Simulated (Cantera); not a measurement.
An isothermal, constant-pressure homogeneous reactor starts with 0.626 % H2, 99.4 % O2, equivalence ratio 0.0032, at 1348 K and 10.00 Torr.

Detailed kinetics in Cantera: the H2/O2 subset of GRI-Mech 3.0, which has no nitrogen chemistry. Radical loss at walls, strong at low pressure, is not modelled.

One state of this run: x H2 = 1.17e-8; x O2 = 0.994; x OH = 2.04e-5; x H = 2.36e-9; x HO2 = 1.54e-8. x: mole fraction; the columns are a selection and need not sum to one.

Task: Which value of t (s) does it belong to?
(A) 0.0588
(B) 100
(C) 8.38
(D) 1.00e-5

Result: B, 100
